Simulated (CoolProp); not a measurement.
Vapour-liquid equilibrium of carbon dioxide (1) + propylene (2) at 241.5 K; x and y are mole fractions of (1).

Model: multi-fluid Helmholtz-energy mixture model, Span 1996 and Lemmon 2013; pair parameters Bell 2016, in CoolProp.

**Question.** Give the bubble pressure and the first vapour's composition at x = 0.05, 0.5, 0.65. Is there an azeotrope?

**Answer.** x = 0.05: 0.3051 MPa, y = 0.363; x = 0.5: 0.9480 MPa, y = 0.851; x = 0.65: 1.072 MPa, y = 0.890. No azeotrope shows between x = 0.05 and 0.95.

The pair parameters rest on a limited set of measurements; away from them the model extrapolates.
